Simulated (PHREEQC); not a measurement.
# Buffer (model solution)

Consider water at 25 °C with 0.0011 mol KHCO3, 0.054 mol NH3 and 0.19 mol KCl per kg of water. Closed to the air; pH follows from the charge balance.

The numbers come from PHREEQC with the ion-association model, wateq4f.dat.

```
Property                   Value
-----------------  -------------
pH                         10.81
ionic strength     0.194 mol/kgw
activity of water          0.993
total alkalinity     55.1 meq/kg
```

```
species  molality  activity   log γ
-------  --------  --------  ------
K+          0.191     0.137  -0.146
Cl-         0.190     0.136  -0.146
NH3        0.0521    0.0521   0.000
NH4+      0.00188   0.00140  -0.126
CO3-2    0.000967  0.000303  -0.504
OH-      0.000912  0.000647  -0.149
```

Precipitation was switched off in this run.
